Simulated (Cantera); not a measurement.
Input: 1 mol Ti(OiPr)₄, 0.079 mol O₂, equilibrated at 775 °C and 7.40 mbar.

Method: chemical equilibrium by Gibbs-energy minimisation in Cantera with the NASA 1993 tables (ideal gas, pure condensed phases). Candidate condensed phases: C, C₆H₆, C₇H₈, C₈H₁₈, H₂O, Ti, TiC, TiO, TiO₂, Ti₂O₃, Ti₃O₅, Ti₄O₇; 113 gas species. The feed counts by its element totals alone. Equilibrium is a limit: real reactors are often held back by kinetics, nucleation or transport.

Base state: H₂ 0.866, CO 0.133, CH₄ 0.000324, H₂O 0.000160, CO₂ 2.91e-5 (mole fractions); condensed: C(graphite) + TiO₂(rutile).

Problem. What changes in the equilibrium state with this change: O₂ from 0.079 to 0.76 mol?

Solution. 
| species | before | after |
|---|---|---|
| H₂ | 0.866 | 0.799 |
| CO | 0.133 | 0.201 |
| CH₄ | 0.000324 | 0.000275 |
| H₂O | 0.000160 | 0.000221 |
| CO₂ | 2.91e-5 | 6.59e-5 |
| C(graphite), mol | 9.84 | 8.48 |
| TiO₂(rutile), mol | 1.00 | 1.00 |

Problem. What changes in the equilibrium state with this change: temperature from 775 °C to 1902 °C?

Solution. 
| species | before | after |
|---|---|---|
| H₂ | 0.866 | 0.727 |
| CO | 0.133 | 0.223 |
| H | 8.39e-8 | 0.0484 |
| C₂H₂ (acetylene) | 3.42e-9 | 0.00162 |
| CO₂ | 2.91e-5 | 4.40e-9 |
| H₂O | 0.000160 | 7.44e-8 |
| CH₄ | 0.000324 | 1.08e-6 |
| C(graphite), mol | 9.84 | 6.78 |
| TiO₂(rutile), mol | 1.00 | 0 |
| TiC(s), mol | 0 | 1.000 |
TiC: taken at fixed stoichiometry.

Problem. What changes in the equilibrium state with this change: temperature from 775 °C to 1602 °C?

Solution. 
| species | before | after |
|---|---|---|
| H₂ | 0.866 | 0.765 |
| CO | 0.133 | 0.228 |
| H | 8.39e-8 | 0.00666 |
| C₂H₂ (acetylene) | 3.42e-9 | 0.000242 |
| CO₂ | 2.91e-5 | 1.87e-8 |
| H₂O | 0.000160 | 2.58e-7 |
| CH₄ | 0.000324 | 2.62e-6 |
| C(graphite), mol | 9.84 | 6.83 |
| TiO₂(rutile), mol | 1.00 | 0 |
| TiC(s), mol | 0 | 1.00 |
TiC: taken at fixed stoichiometry.
